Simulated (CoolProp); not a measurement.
Saturation properties of oxygen (Tc = 154.6 K, pc = 5.046 MPa, ω = 0.022).

The numbers come from the reference Helmholtz-energy equation of state, Schmidt 1985 in CoolProp.

```
T (K)  p (MPa)  vapour Z  surface tension (mN/m)  vapour viscosity (µPa s)
-----  -------  --------  ----------------------  ------------------------
80.8   0.03354    0.9858                    15.5                      6.21
86.5   0.06769    0.9761                    14.1                      6.66
92.1    0.1232    0.9630                    12.7                      7.10
97.7    0.2084    0.9460                    11.3                      7.54
103.3   0.3320    0.9247                    9.95                      7.99
109     0.5069    0.8985                    8.61                      8.46
114.6   0.7367    0.8681                    7.33                      8.94
120.2    1.034    0.8327                    6.09                      9.45
125.9    1.417    0.7912                    4.88                      10.0
131.5    1.883    0.7440                    3.74                      10.6
```

It boils at 90.2 K under 1 atm.

Viscosity comes from a separate model (Lemmon 2004). Surface tension comes from a separate correlation (Mulero 2012).
